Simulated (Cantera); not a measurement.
Feed: 1 mol B, 0.17 mol HCl, a varied amount of O2, at 1200 K and 90.0 mbar.

Cantera equilibrium calculation (NASA polynomials, part measured and part estimated; ideal gas, pure solids and liquids). Candidate condensed phases: B, B2O3, B3O3H3, H2O; 33 gas species. Mutual solubility and eutectic melting of coexisting phases are not modelled. Gases not in the tables: BHCl2. Kinetics and transport are ignored.

**Question.** Which condensed phases are stable at each of these points (n(O2) (mol)): 0.012, 0.015, 0.019, 0.024, 0.03, 0.037, 0.046, 0.057, 0.071, 0.088, 0.11, 0.14?

**Answer.** 
```json
[
 {"n(O2) (mol)": "0.012", "condensed phases": "B(s)", "B condensed (%)": "93.7"},
 {"n(O2) (mol)": "0.015", "condensed phases": "B(s)", "B condensed (%)": "93.3"},
 {"n(O2) (mol)": "0.019", "condensed phases": "B(s) + B2O3(l)", "B condensed (%)": "93.2"},
 {"n(O2) (mol)": "0.024", "condensed phases": "B(s) + B2O3(l)", "B condensed (%)": "93.2"},
 {"n(O2) (mol)": "0.03", "condensed phases": "B(s) + B2O3(l)", "B condensed (%)": "93.2"},
 {"n(O2) (mol)": "0.037", "condensed phases": "B(s) + B2O3(l)", "B condensed (%)": "93.2"},
 {"n(O2) (mol)": "0.046", "condensed phases": "B(s) + B2O3(l)", "B condensed (%)": "93.2"},
 {"n(O2) (mol)": "0.057", "condensed phases": "B(s) + B2O3(l)", "B condensed (%)": "93.2"},
 {"n(O2) (mol)": "0.071", "condensed phases": "B(s) + B2O3(l)", "B condensed (%)": "93.2"},
 {"n(O2) (mol)": "0.088", "condensed phases": "B(s) + B2O3(l)", "B condensed (%)": "93.2"},
 {"n(O2) (mol)": "0.11", "condensed phases": "B(s) + B2O3(l)", "B condensed (%)": "93.2"},
 {"n(O2) (mol)": "0.14", "condensed phases": "B(s) + B2O3(l)", "B condensed (%)": "93.2"}
]
```

From 0.012 mol O2 to 0.015 mol O2 the condensed part is B(s). From 0.019 mol O2 to 0.14 mol O2 the condensed part is B(s) + B2O3(l).
